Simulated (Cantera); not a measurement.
A Cantera script and what it prints.

```python
import numpy as np
import cantera as ct

gas_names = """
    CL CL2 H HCL H2 Si SiCL SiCL2 SiCL3 SiCL4 SiH SiHCL3 SiH2 SiH2CL2 SiH3 SiH3CL SiH4 Si2 Si3
""".split()
cond_names = """
    Si(cr) Si(L)
""".split()


# ... load() reads the species with a 1 bar reference pressure and builds the phases ...
atoms = {
    'SiCl4': {'Si': 1, 'CL': 4},
    'H2': {'H': 2},
    'HCl': {'H': 1, 'CL': 1},
}
top_T = {}  # K; cautious upper limits of use, not melting points


# ... equilibrate(T, P, feed) seeds the gas with the atoms and calls Mixture.equilibrate('TP', solver="vcs", rtol=1e-11, max_steps=5000) ...
results = []
feed = {'SiCl4': 1, 'H2': 8.8, 'HCl': 0.17}  # mol
T = 2673  # K
P = 13332.2  # Pa
mix = equilibrate(T, P, feed)
results.append((T, P, feed, dict(zip(mix.species_names, mix.species_moles))))
print(gas.report(threshold=0.0001))
for i in range(1, mix.n_phases):
    print(f"{mix.phase(i).name:16s} {mix.phase_moles(i):12.5e} mol")
```

Result:

```
       temperature   2673 K
          pressure   13332 Pa
           density   0.0094621 kg/m^3
  mean mol. weight   15.773 kg/kmol
   phase of matter   gas

                          1 kg             1 kmol
                     ---------------   ---------------
          enthalpy          5.87e+06        9.2588e+07  J
   internal energy         4.461e+06        7.0364e+07  J
           entropy             15544        2.4518e+05  J/K
    Gibbs function        -3.568e+07       -5.6279e+08  J
 heat capacity c_p            2195.7             34633  J/K
 heat capacity c_v            1668.6             26319  J/K

                      mass frac. Y      mole frac. X     chem. pot. / RT
                     ---------------   ---------------   ---------------
                CL          0.067727          0.030135           -23.426
                 H         0.0066819           0.10456           -11.524
               HCL           0.53044           0.22949            -34.95
                H2          0.070909           0.55479           -23.047
                Si          0.060154          0.033784           -8.7115
              SiCL          0.039788         0.0098778           -32.137
             SiCL2           0.21765          0.034682           -55.563
             SiCL3         0.0013346        0.00015659           -78.989
               SiH         0.0034998         0.0018975           -20.235
              SiH2        0.00054844        0.00028739           -31.759
               Si2         0.0011529        0.00032375           -17.423
     [   +8 minor]         0.0001171        2.1716e-05

Si(L)             0.00000e+00 mol
```

These are equilibrium values from Cantera (NASA tables, ideal gas, pure condensed phases), not measurements of a reactor. The tables' values for SiCl, SiCl3 are old estimates; treat these amounts as uncertain. Gases not in the tables: Si2H6 and higher silanes.
